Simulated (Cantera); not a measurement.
A freely propagating, adiabatic, planar premixed flame of CH4 : O2 : N2 = 1 : 2.25 : 6.29 (molar parts), equivalence ratio 0.89, unburnt at 700 K and 0.464 atm; mixture-averaged transport, grid criteria slope 0.08 and curve 0.16, no radiation.

Model: GRI-Mech 3.0 (53 species, 325 reactions), integrated in Cantera. Burning velocities carry a grid error of a few per cent, more on coarse grids.

What does this change do: 0.67 parts CO2 added?


```
quantity                    before     after
------------------------  --------  --------
laminar burning velocity  276 cm/s  206 cm/s
thermal thickness         0.470 mm  0.567 mm
peak x(CH2CO)             0.000147  0.000128
peak x(C2H6)               0.00115   0.00111
```

What does this change do: 0.43 parts H2O added?


```
quantity                    before     after
------------------------  --------  --------
laminar burning velocity  276 cm/s  254 cm/s
thermal thickness         0.470 mm  0.508 mm
peak x(CH2CO)             0.000147  0.000138
peak x(C2H6)               0.00115   0.00112
```
